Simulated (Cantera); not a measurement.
Input: 1 mol C2H5OH, 0.21 mol NH3, 26 mol H2, equilibrated at 2025 °C and 0.330 bar.

Cantera equilibrium calculation (NASA polynomials, part measured and part estimated; ideal gas, pure solids and liquids). Candidate condensed phases: C, C6H6, C7H8, C8H18, H2O; 136 gas species. Rates play no part.

Base state: H2 0.943, CO 0.0326, H 0.0162, C2H2 (acetylene) 0.00403, N2 0.00237, HCN 0.00193, HNC 0.000175, CH4 6.30e-5 (mole fractions); condensed: C(graphite).

**Question.** What changes in the equilibrium state with this change: C2H5OH replaced by C?

**Answer.** 
```
species             before     after
----------------  --------  --------
H2                   0.943     0.974
H                   0.0162    0.0165
C2H2 (acetylene)   0.00403   0.00417
CO                  0.0326         0
N2                 0.00237   0.00278
HCN                0.00193   0.00213
HNC               0.000175  0.000193
C(graphite), mol     0.684     0.713
```
